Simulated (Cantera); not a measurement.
Mixture: CH4 : H2 : O2 : N2 = 1 : 0.43 : 2.95 : 9.16 (molar parts), equivalence ratio 0.75, at 0.987 atm, adiabatic and at constant volume. Ignition delay is the time to a rise of 400 K.

Model: GRI-Mech 3.0 (53 species, 325 reactions), integrated in Cantera.

Task: At T0 = 1673 K, what is the delay, and which 6 reactions control it most (d ln τ / d ln k, from doubling and halving each rate constant)?

Result: The delay is 82.3 µs.
```json
[
 {"reaction": "H + O2 <=> O + OH", "d ln τ / d ln k": "-0.69", "faster rate": "shortens it"},
 {"reaction": "CH4 + OH <=> CH3 + H2O", "d ln τ / d ln k": "0.21", "faster rate": "lengthens it"},
 {"reaction": "H2 + OH <=> H + H2O", "d ln τ / d ln k": "-0.21", "faster rate": "shortens it"},
 {"reaction": "CH4 + H <=> CH3 + H2", "d ln τ / d ln k": "0.19", "faster rate": "lengthens it"},
 {"reaction": "CH3 + O2 <=> CH3O + O", "d ln τ / d ln k": "-0.15", "faster rate": "shortens it"},
 {"reaction": "CH3 + HO2 <=> CH3O + OH", "d ln τ / d ln k": "-0.10", "faster rate": "shortens it"}
]
```
